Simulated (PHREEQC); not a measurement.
PHREEQC input (Pitzer model, pitzer.dat):

```
SOLUTION 1
  temp 25
  units mol/kgw
  pH 7 charge
  S(6) 0.056
  Na 0.1156
  Cl 0.0036
END
USE solution 1
INCREMENTAL_REACTIONS false
REACTION 1
  H2O -1
  0 9.886 18.011 24.689 30.178 34.689 38.397 41.444
  43.949 46.007 47.699 49.089 50.232 51.172 51.944 52.578
  53.1 53.528 53.88 54.17 54.408 54.603 54.764 moles
EQUILIBRIUM_PHASES 1
  Halite 0 0
  Mirabilite 0 0
  Thenardite 0 0
SELECTED_OUTPUT 1
  -reset false
  -pH true
  -pe true
  -ionic_strength true
  -water true
  -activities H2O
  -totals Cl Na S
  -molalities H+ Na+ Cl- SO4-2 OH- HSO4-
  -equilibrium_phases Halite Mirabilite Thenardite
PRINT
  -reset false
END
```

Selected output (columns that matter, 12 of 23 rows; water left (kg) added in front):

```
water left (kg)	pH	mu	Cl	Na	S	m_H+	m_Na+	m_Cl-	m_SO4-2	m_OH-	la_H2O	Mirabilite
1	7.1987	0.1716	0.0036	0.1156	0.056	9.4465e-08	0.1156	0.0036	0.056	2.2034e-07	-0.0011258	0
0.675514	7.2265	0.25403	0.0053293	0.17113	0.0829	9.4548e-08	0.17113	0.0053293	0.0829	2.4504e-07	-0.0016258	0
0.456313	7.2536	0.37606	0.0078893	0.25333	0.12272	9.5352e-08	0.25333	0.0078893	0.12272	2.7254e-07	-0.0023437	0
0.30824	7.2793	0.55671	0.011679	0.37503	0.18168	9.6903e-08	0.37503	0.011679	0.18168	3.0236e-07	-0.003371	0
0.208215	7.3028	0.82415	0.01729	0.5552	0.26895	9.907e-08	0.5552	0.01729	0.26895	3.3356e-07	-0.0048347	0
0.140655	7.3238	1.22	0.025595	0.82187	0.39814	1.0139e-07	0.82187	0.025595	0.39814	3.6456e-07	-0.0069126	0
0.0950203	7.3418	1.8059	0.037887	1.2166	0.58935	1.0277e-07	1.2166	0.037887	0.58935	3.9299e-07	-0.0098652	0
0.0641769	7.357	2.6739	0.056095	1.8013	0.87259	1.0103e-07	1.8013	0.056095	0.87259	4.1547e-07	-0.014118	0
0.0433504	7.3701	3.9584	0.083044	2.6666	1.2918	9.2612e-08	2.6666	0.083044	1.2918	4.2768e-07	-0.020442	0
0.0292755	7.3825	5.8488	0.12297	3.9402	1.9086	7.3559e-08	3.9402	0.12297	1.9086	4.2554e-07	-0.030374	0.00012461
0.0146086	7.3722	5.8456	0.24643	3.9792	1.8664	7.1062e-08	3.9792	0.24643	1.8664	4.1802e-07	-0.031921	0.028735
0.00474655	7.3296	5.8935	0.75845	4.1818	1.7117	6.129e-08	4.1818	0.75845	1.7117	3.8755e-07	-0.038815	0.047875
```
